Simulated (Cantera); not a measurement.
What does this Cantera script print?

```python
import numpy as np
import cantera as ct

gas_names = """
    H H2 N NH NH2 NH3 N2 N2H2 N2H4 Si SiH SiH2 SiH3 SiH4 SiN Si2 Si2N Si3
""".split()
cond_names = """
    Si(cr) Si(L) Si3N4(a)
""".split()


# ... load() reads the species with a 1 bar reference pressure and builds the phases ...
atoms = {
    'SiH4': {'Si': 1, 'H': 4},
    'N2': {'N': 2},
}
top_T = {'Si3N4(a)': 2400}  # K; cautious upper limits of use, not melting points


# ... equilibrate(T, P, feed) seeds the gas with the atoms and calls Mixture.equilibrate('TP', solver="vcs", rtol=1e-11, max_steps=5000) ...
results = []
P = 70  # Pa
for T in [1298, 1398, 1498, 1598, 1698, 1798, 1898, 1998, 2098]:
    for m in [0.36, 0.43, 0.5, 0.58, 0.68, 0.79, 0.93, 1.1, 1.3, 1.5, 1.7, 2, 2.4]:
        feed = {'SiH4': 1, 'N2': m}  # mol
        mix = equilibrate(T, P, feed)
        results.append((T, P, feed, dict(zip(mix.species_names, mix.species_moles))))

for T, P, feed, n in results:
    print(f"{T:7g} {feed['N2']:10.4g}  " + (" + ".join(c for c in cond_names if n.get(c, 0) > 1e-12) or "gas only"))
```

It prints:

```
   1298       0.36  Si(cr) + Si3N4(a)
   1298       0.43  Si(cr) + Si3N4(a)
   1298        0.5  Si(cr) + Si3N4(a)
   1298       0.58  Si(cr) + Si3N4(a)
   1298       0.68  Si3N4(a)
   1298       0.79  Si3N4(a)
   1298       0.93  Si3N4(a)
   1298        1.1  Si3N4(a)
   1298        1.3  Si3N4(a)
   1298        1.5  Si3N4(a)
   1298        1.7  Si3N4(a)
   1298          2  Si3N4(a)
   1298        2.4  Si3N4(a)
   1398       0.36  Si(cr) + Si3N4(a)
   1398       0.43  Si(cr) + Si3N4(a)
   1398        0.5  Si(cr) + Si3N4(a)
   1398       0.58  Si(cr) + Si3N4(a)
   1398       0.68  Si(cr) + Si3N4(a)
   1398       0.79  Si3N4(a)
   1398       0.93  Si3N4(a)
   1398        1.1  Si3N4(a)
   1398        1.3  Si3N4(a)
   1398        1.5  Si3N4(a)
   1398        1.7  Si3N4(a)
   1398          2  Si3N4(a)
   1398        2.4  Si3N4(a)
   1498       0.36  Si(cr) + Si3N4(a)
   1498       0.43  Si(cr) + Si3N4(a)
   1498        0.5  Si(cr) + Si3N4(a)
   1498       0.58  Si(cr) + Si3N4(a)
   1498       0.68  Si(cr) + Si3N4(a)
   1498       0.79  Si(cr) + Si3N4(a)
   1498       0.93  Si3N4(a)
   1498        1.1  Si3N4(a)
   1498        1.3  Si3N4(a)
   1498        1.5  Si3N4(a)
   1498        1.7  Si3N4(a)
   1498          2  Si3N4(a)
   1498        2.4  Si3N4(a)
   1598       0.36  Si(cr)
   1598       0.43  Si(cr)
   1598        0.5  Si(cr)
   1598       0.58  Si(cr)
   1598       0.68  Si(cr)
   1598       0.79  Si(cr)
   1598       0.93  Si(cr)
   1598        1.1  Si(cr)
   1598        1.3  Si(cr)
   1598        1.5  Si(cr) + Si3N4(a)
   1598        1.7  Si(cr) + Si3N4(a)
   1598          2  Si(cr) + Si3N4(a)
   1598        2.4  Si3N4(a)
   1698       0.36  Si(L)
   1698       0.43  Si(L)
   1698        0.5  Si(L)
   1698       0.58  Si(L)
   1698       0.68  Si(L)
   1698       0.79  Si(L)
   1698       0.93  Si(L)
   1698        1.1  Si(L)
   1698        1.3  Si(L)
   1698        1.5  Si(L)
   1698        1.7  Si(L)
   1698          2  Si(L)
   1698        2.4  Si(L)
   1798       0.36  Si(L)
   1798       0.43  Si(L)
   1798        0.5  Si(L)
   1798       0.58  Si(L)
   1798       0.68  Si(L)
   1798       0.79  Si(L)
   1798       0.93  Si(L)
   1798        1.1  Si(L)
   1798        1.3  Si(L)
   1798        1.5  Si(L)
   1798        1.7  Si(L)
   1798          2  Si(L)
   1798        2.4  Si(L)
   1898       0.36  Si(L)
   1898       0.43  Si(L)
   1898        0.5  Si(L)
   1898       0.58  Si(L)
   1898       0.68  Si(L)
   1898       0.79  Si(L)
   1898       0.93  Si(L)
   1898        1.1  Si(L)
   1898        1.3  Si(L)
   1898        1.5  Si(L)
   1898        1.7  Si(L)
   1898          2  Si(L)
   1898        2.4  Si(L)
   1998       0.36  Si(L)
   1998       0.43  Si(L)
   1998        0.5  Si(L)
   1998       0.58  Si(L)
   1998       0.68  Si(L)
   1998       0.79  Si(L)
   1998       0.93  Si(L)
   1998        1.1  Si(L)
   1998        1.3  Si(L)
   1998        1.5  Si(L)
   1998        1.7  Si(L)
   1998          2  Si(L)
   1998        2.4  Si(L)
   2098       0.36  Si(L)
   2098       0.43  Si(L)
   2098        0.5  Si(L)
   2098       0.58  Si(L)
   2098       0.68  Si(L)
   2098       0.79  Si(L)
   2098       0.93  Si(L)
   2098        1.1  Si(L)
   2098        1.3  Si(L)
   2098        1.5  Si(L)
   2098        1.7  Si(L)
   2098          2  gas only
   2098        2.4  gas only
```

These are equilibrium values from Cantera (NASA tables, ideal gas, pure condensed phases), not measurements of a reactor. N2 is the only nitrogen source here; it is nearly inert below about 1500 K, so the nitride shown seldom forms there in practice. Mutual solubility and eutectic melting of coexisting phases are not modelled.
